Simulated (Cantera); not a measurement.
An isothermal, constant-pressure homogeneous reactor starts with CH₄ : H₂O = 1 : 2.7 (molar parts), at 2073 K and 101000 Pa. Integrator tolerance rtol = 1e-08.

Cantera simulation using GRI-Mech 3.0 (53 species, 325 reactions); the numbers are that mechanism's predictions, not measurements.

Q: What does this change do: temperature 2073 to 1475 K?

A: 
```csv
quantity,before,after
x(CH₄) at 20.0 s,2.39e-9 (gas-phase equilibrium 2.82e-9),0.0446 (gas-phase equilibrium 5.60e-7)
x(H₂O) at 20.0 s,0.281 (gas-phase equilibrium 0.281),0.382 (gas-phase equilibrium 0.270)
x(C₂H₄) at 20.0 s,<1e-12 (gas-phase equilibrium <1e-12),0.00232 (gas-phase equilibrium <1e-12)
x(O₂) at 20.0 s,6.49e-8 (gas-phase equilibrium 6.49e-8),<1e-12 (gas-phase equilibrium <1e-12)
x(CH₃) at 20.0 s,1.66e-10 (gas-phase equilibrium 1.97e-10),1.75e-5 (gas-phase equilibrium 1.97e-10)
```
